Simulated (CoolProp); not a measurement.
The fluid at 293.15 K and 11.5 MPa is throttled through a valve to 4.38 MPa with no heat exchange. The same conditions are run with several fluids, on thermodynamics alone (safety and materials aside).

The numbers come from the reference Helmholtz-energy equation of state of each fluid (chloromethane (R40): Thol 2014; decamethyltetrasiloxane (MD2M): Thol 2017; R227EA: Lemmon 2016; trans-2-butene: Lemmon 2005; n-hexane: Thol 2019) in CoolProp.

Rank chloromethane (R40), decamethyltetrasiloxane (MD2M), R227EA, trans-2-butene, n-hexane by temperature change (K), highest first.

decamethyltetrasiloxane (MD2M) (+3.3), n-hexane (+3.0), trans-2-butene (+2.5), chloromethane (R40) (+2.0), R227EA (+1.3)

```json
[
 {"fluid": "chloromethane (R40)", "final density (kg/m³)": "926"},
 {"fluid": "decamethyltetrasiloxane (MD2M)", "final density (kg/m³)": "856"},
 {"fluid": "R227EA", "final density (kg/m³)": "1430"},
 {"fluid": "trans-2-butene", "final density (kg/m³)": "608"},
 {"fluid": "n-hexane", "final density (kg/m³)": "661"}
]
```
